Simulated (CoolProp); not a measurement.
R152A at 383.56 K and 0.711 MPa flows at 1.9 m/s in a round tube of 25 mm bore and 0.25 µm roughness, fully developed (64/Re and Nu = 3.66 if laminar; Colebrook and Gnielinski if turbulent). Each further row changes one setting.

Values from CoolProp's reference Helmholtz-energy equation of state, Outcalt 1996. It is a modified Benedict-Webb-Rubin equation, recast in Helmholtz form.

```csv
case,Reynolds number,Darcy friction factor,pressure drop (Pa/m),heat-transfer coefficient (W/(m² K)),mass flow (kg/h)
as stated,52000,0.0207,23.5,107,?
velocity 3.8 m/s,104000,0.0179,81.2,?,105
diameter 50 mm,104000,0.0179,10.1,92.7,?
```

Task: What belongs in the gaps?

Result: 
- as stated, mass flow (kg/h): 52.7
- velocity 3.8 m/s, heat-transfer coefficient (W/(m² K)): 186
- diameter 50 mm, mass flow (kg/h): 211

Viscosity comes from a separate model (Bell 2016), an estimate that may be off by 10 % or more. Thermal conductivity comes from a separate model (Krauss 1996).
